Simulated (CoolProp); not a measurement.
Vapour-liquid equilibrium of CHF3 (R23) (1) + propylene (2) at 177 K; x and y are mole fractions of (1).

Model: multi-fluid Helmholtz-energy mixture model, Penoncello 2003 and Lemmon 2013; pair parameters Bell 2016, in CoolProp.

```csv
x,"bubble pressure, mixture model (MPa)","bubble pressure, Raoult's law (MPa)","y, mixture model","y, Raoult's law"
0.05,?,0.007286,0.643,0.285
0.15,?,0.01089,0.821,0.572
0.25,0.03412,0.01448,?,0.716
0.35,0.03743,0.01808,0.882,0.803
0.45,?,0.02168,0.890,0.861
0.55,0.03928,0.02528,0.892,0.902
0.65,0.03953,0.02888,0.895,0.934
0.75,0.03995,0.03248,0.900,0.958
0.85,0.04069,0.03608,0.915,0.977
0.95,0.04144,0.03968,0.957,0.993
```

### Question
Complete the blanks.

### Answer

- 0.05, bubble pressure, mixture model (MPa): 0.01476
- 0.15, bubble pressure, mixture model (MPa): 0.02729
- 0.25, y, mixture model: 0.865
- 0.45, bubble pressure, mixture model (MPa): 0.03880

The largest gap from Raoult's law is +150.6 % in bubble pressure, at x = 0.15. No azeotrope shows between x = 0.05 and 0.95.

The pair parameters rest on a limited set of measurements; away from them the model extrapolates. With so large a gap from Raoult's law the liquid may split in two, which this calculation doesn't test in full.
